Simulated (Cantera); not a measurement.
A closed system holds: 1 mol SiH2Cl2, 6.8 mol NO, at 1200 K and 0.133 bar.

Cantera equilibrium calculation (NASA polynomials, part measured and part estimated; ideal gas, pure solids and liquids). Candidate condensed phases: H2O, NH4Cl, Si, SiO2, Si2N2O, Si3N4; 47 gas species. The tables hold silica as quartz up to 1696 K and as liquid above; real silica turns to tridymite and cristobalite and melts near 1996 K. Equilibrium is a limit: real reactors are often held back by kinetics, nucleation or transport.

Base state: N2 0.442, O2 0.297, HCl 0.201, H2O 0.0294, Cl2 0.0283, Cl 0.00218, NO 0.000174, ClO 1.70e-5 (mole fractions); condensed: SiO2(β-quartz).

Q: What changes in the equilibrium state with this change: pressure from 0.133 bar to 0.0120 bar?

A: 
| species | before | after |
|---|---|---|
| N2 | 0.442 | 0.439 |
| O2 | 0.297 | 0.300 |
| HCl | 0.201 | 0.221 |
| Cl2 | 0.0283 | 0.0160 |
| H2O | 0.0294 | 0.0188 |
| Cl | 0.00218 | 0.00546 |
| ClO | 1.70e-5 | 1.29e-5 |
| SiO2(β-quartz), mol | 1.00 | 1.00 |

Q: What changes in the equilibrium state with this change: pressure from 0.133 bar to 0.0560 bar?

A: 
```tsv
species	before	after
N2	0.442	0.441
O2	0.297	0.298
HCl	0.201	0.209
Cl2	0.0283	0.0234
H2O	0.0294	0.0250
Cl	0.00218	0.00306
ClO	1.70e-5	1.55e-5
NO	0.000174	0.000174
SiO2(β-quartz), mol	1.00	1.00
```

Q: What changes in the equilibrium state with this change: SiH2Cl2 replaced by SiF4?

A: 
```
species                before     after
-------------------  --------  --------
N2                      0.442     0.436
O2                      0.297     0.436
SiF4                        0     0.128
HCl                     0.201         0
H2O                    0.0294         0
Cl2                    0.0283         0
Cl                    0.00218         0
ClO                   1.70e-5         0
NO                   0.000174  0.000210
SiO2(β-quartz), mol      1.00         0
```
